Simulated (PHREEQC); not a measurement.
Dissolve 0.27 mol/kgw NH3, 0.011 mol/kgw H3BO3 and 0.029 mol/kgw K3PO4 at 20 °C. Closed to the air; pH follows from the charge balance.

All values are PHREEQC results (ion-association model, phreeqc.dat), not measurements.

```csv
quantity,before,after
pH,11.74,11.57
ionic strength (mol/kgw),0.146,0.140
PO4-3 (mol/kgw),0.0147,0.0117
KHPO4- (mol/kgw),0.000735,0.000898
```

Problem. Which change was made?
(A) K3PO4 from 0.029 to 0.0145 mol/kgw
(B) 0.03 mol/kgw Na2SO4 added
(C) 0.004 mol/kgw NaOH added
(D) H3BO3 from 0.011 to 0.0165 mol/kgw

Solution. D, H3BO3 from 0.011 to 0.0165 mol/kgw

No solid was allowed to form.
